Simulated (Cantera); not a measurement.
Input: 1 mol CH₃F, 0.45 mol HCl, 18 mol H₂, 1.5 mol Si, at 75.0 Torr.

These are equilibrium values from Cantera (NASA tables, ideal gas, pure condensed phases), not measurements of a reactor. Candidate condensed phases: C, C₆H₆, C₇H₈, C₈H₁₈, Si, SiC; 143 gas species. The tables' values for SiF, SiF₂, SiCl, SiF₃ are old estimates; treat these amounts as uncertain. Gases not in the tables: Si₂H₆ and higher silanes. Rates play no part. All values below are at 3023 K.

Base state: H₂ 0.506, H 0.381, Si 0.0407, HF 0.0323, HCl 0.0108, SiC₂ 0.00828, C₂H₂ (acetylene) 0.00777, Cl 0.00554 (mole fractions); condensed: gas only.

Question: What changes in the equilibrium state with this change: Si from 1.5 to 0.012 mol?

Answer: 
```csv
species,before,after
H₂,0.506,0.533
H,0.381,0.391
HF,0.0323,0.0388
Si,0.0407,0.000307
C₂H₂ (acetylene),0.00777,0.0149
HCl,0.0108,0.0117
Si₂,6.89e-5,3.94e-9
Si₂C,0.000428,3.30e-8
SiH,0.00125,9.67e-6
SiH₂,8.27e-5,6.58e-7
SiCl,0.000218,1.74e-6
```
The tables' values for SiF are old estimates; treat these amounts as uncertain.
